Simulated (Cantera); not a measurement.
Input (Python, Cantera):

```python
import numpy as np
import cantera as ct

gas = ct.Solution("gri30.yaml")


def delay(T, t_max=10):
    gas.TPX = T, 400000, {'CH4': 1, 'CO': 0.08, 'O2': 2.04, 'N2': 7.67, 'CO2': 0.39}
    reactor = ct.IdealGasConstPressureReactor(gas, clone=False)
    net = ct.ReactorNet([reactor])
    net.rtol, net.atol = 1e-8, 1e-16
    while net.time < t_max:
        t_old, T_old = net.time, reactor.T
        net.step()
        if reactor.T > T + 400:  # ignition: a rise of 400 K
            return t_old + (T + 400 - T_old) / (reactor.T - T_old) * (net.time - t_old)
    return np.nan


taus = []
for T in [1275, 1350, 1425, 1500, 1575, 1650, 1725, 1800]:
    taus.append(delay(T))
    print(f"T0 = {T:6g} K   tau = {taus[-1]:.4e} s")
```

It prints:

```
T0 =   1275 K   tau = 5.4618e-03 s
T0 =   1350 K   tau = 2.2166e-03 s
T0 =   1425 K   tau = 9.5498e-04 s
T0 =   1500 K   tau = 4.3556e-04 s
T0 =   1575 K   tau = 2.1084e-04 s
T0 =   1650 K   tau = 1.0882e-04 s
T0 =   1725 K   tau = 6.0007e-05 s
T0 =   1800 K   tau = 3.5256e-05 s
```

Detailed kinetics in Cantera: GRI-Mech 3.0 (53 species, 325 reactions).
